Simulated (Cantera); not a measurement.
A closed system holds: 1 mol Si2Cl6, 2 mol HCl, 110 mol H2, equilibrated at 1225 °C and 93.0 mbar.

Equilibrium computed with Cantera from the NASA thermochemical tables; the gas is ideal and each condensed phase is pure. Candidate condensed phases: Si; 19 gas species. The feed counts by its element totals alone. The tables' values for SiCl3 are old estimates; treat these amounts as uncertain. Rates play no part.

Base state: H2 0.940, HCl 0.0506, SiCl2 0.00873, SiCl3 0.000350, SiHCl3 8.58e-5, H 5.46e-5, SiCl4 4.49e-5, SiH2Cl2 2.61e-5 (mole fractions); condensed: Si(s).

Question: What changes in the equilibrium state with this change: H2 from 110 to 860 mol?

Answer: 
```
species       before     after
----------  --------  --------
H2             0.940     0.991
HCl           0.0506   0.00874
SiCl2        0.00873  0.000247
SiCl4        4.49e-5   3.61e-8
SiCl3       0.000350   1.67e-6
SiHCl3       8.58e-5   4.21e-7
Si(s), mol     0.938      1.78
```
